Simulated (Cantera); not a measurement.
A closed system holds: 1 mol Cu2O, 21 mol H2, equilibrated at 1800 K and 0.000180 bar.

These are equilibrium values from Cantera (NASA tables, ideal gas, pure condensed phases), not measurements of a reactor. Candidate condensed phases: Cu, CuO, Cu(OH)2, Cu2O, H2O; 12 gas species. Rates play no part.

### Question
What is the equilibrium state?

### Answer
```
Item                                  Value
--------------------------------  ---------
x(H2)                                 0.847
x(Cu)                                0.0859
x(H2O)                               0.0429
x(H)                                 0.0246
x(OH)                               8.21e-5
x(Cu2)                              4.70e-6
x(O)                                1.84e-6
gas amount                        23.29 mol
log10 activity of Cu(l) (absent)      -1.54
```
